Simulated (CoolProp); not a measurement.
Vapour-liquid equilibrium of R125 (1) + cyclopropane (2) at 306.1 K; x and y are mole fractions of (1).

Values from CoolProp's multi-fluid Helmholtz-energy mixture model, Lemmon 2005 and Polt 1992; pair parameters Bell 2016. This equation is an older, rougher fit; its heat capacities, sound speeds and derivatives of the liquid may be far off and weren't checked against measurements.

Task: Give the bubble pressure and the first vapour's composition at x = 0.125, 0.425, 0.8. Is there an azeotrope?

Result: x = 0.125: 1.243 MPa, y = 0.319; x = 0.425: 1.608 MPa, y = 0.564; x = 0.8: 1.747 MPa, y = 0.800. y crosses x between x = 0.725 and 0.8: the model has an azeotrope there.

Pair parameters are fitted to limited data, so mixtures are less certain than the pure fluids.
